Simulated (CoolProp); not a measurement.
A closed Brayton cycle with carbon dioxide: compressor inlet 321.15 K and 8.3 MPa, high pressure 17.3 MPa, turbine inlet 720 K, compressor efficiency 0.89, turbine efficiency 0.9, recuperator effectiveness 0 (on enthalpy, no pinch check). Each further row changes one setting.

Values from CoolProp's reference Helmholtz-energy equation of state, Span 1996.

| case | thermal efficiency (%) | net work (kJ/kg) | compressor to turbine work | compressor exit (K) | turbine exit (K) |
|---|---|---|---|---|---|
| as stated | 11.5 | 52.4 | 0.38 | 378.7 | 638.4 |
| turbine inlet 670 K | 11.5 | (withheld) | 0.41 | 378.7 | 591.5 |
| compressor inlet 331.15 K | 11.1 | (withheld) | 0.44 | (withheld) | 638.4 |
| high pressure 14.7 MPa | (withheld) | (withheld) | (withheld) | (withheld) | (withheld) |
| recuperator effectiveness 0.5 | 17.2 | 52.4 | 0.38 | 378.7 | 638.4 |

**Question.** Some entries are withheld; supply them.

**Answer.** 
- turbine inlet 670 K, net work (kJ/kg): 45.5
- compressor inlet 331.15 K, net work (kJ/kg): 47.3
- compressor inlet 331.15 K, compressor exit (K): 393.9
- high pressure 14.7 MPa, thermal efficiency (%): 9.2
- high pressure 14.7 MPa, net work (kJ/kg): 42.6
- high pressure 14.7 MPa, compressor to turbine work: 0.36
- high pressure 14.7 MPa, compressor exit (K): 365.7
- high pressure 14.7 MPa, turbine exit (K): 656.2
